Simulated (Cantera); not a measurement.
Charge: 1 mol Nb, 5 mol H2O, 4.1 mol H2, equilibrated at 0.0100 bar.

Method: chemical equilibrium by Gibbs-energy minimisation in Cantera with the NASA 1993 tables (ideal gas, pure condensed phases). Candidate condensed phases: H2O, Nb, NbO, NbO2, Nb2O5; 12 gas species. Condensed phases not in the tables: the oxides between NbO2 and Nb2O5. Rates play no part. All values below are at 2398 K.

Base state: H2 0.567, H2O 0.256, H 0.119, NbO2 0.0471, OH 0.00981, O 0.00138, O2 0.000257, NbO 0.000200 (mole fractions); condensed: Nb2O5(l).

What changes in the equilibrium state with this change: pressure from 0.0100 bar to 1.80e-5 bar?


```json
[
 {"species": "H", "before": "0.119", "after": "0.768"},
 {"species": "O", "before": "0.00138", "after": "0.124"},
 {"species": "NbO2", "before": "0.0471", "after": "0.0466"},
 {"species": "H2", "before": "0.567", "after": "0.0428"},
 {"species": "H2O", "before": "0.256", "after": "0.00313"},
 {"species": "OH", "before": "0.00981", "after": "0.0103"},
 {"species": "O2", "before": "0.000257", "after": "0.00375"},
 {"species": "NbO", "before": "0.000200", "after": "0.00122"},
 {"species": "Nb2O5(l), mol", "before": "0.257", "after": "0"}
]
```
